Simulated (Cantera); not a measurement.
Charge: 1 mol SiCl4, 9.7 mol NH3, held at 1398.15 K and 24.0 Pa.

Method: chemical equilibrium by Gibbs-energy minimisation in Cantera with the NASA 1993 tables (ideal gas, pure condensed phases). Candidate condensed phases: NH4Cl, Si, Si3N4; 28 gas species. The tables' values for SiCl3 are old estimates; treat these amounts as uncertain. Equilibrium is a limit: real reactors are often held back by kinetics, nucleation or transport.

Base state: H2 0.619, N2 0.214, HCl 0.144, SiCl2 0.0223, SiCl3 0.000320, H 0.000241, Cl 4.62e-5, SiCl4 1.96e-5 (mole fractions); condensed: Si3N4(s).

Q: What changes in the equilibrium state with this change: temperature from 1398.15 K to 1375 K?

A: 
```csv
species,before,after
H2,0.619,0.616
N2,0.214,0.211
HCl,0.144,0.154
SiCl2,0.0223,0.0177
SiCl4,1.96e-5,2.71e-5
H,0.000241,0.000174
Cl,4.62e-5,3.60e-5
SiCl3,0.000320,0.000323
"Si3N4(s), mol",0.174,0.207
```
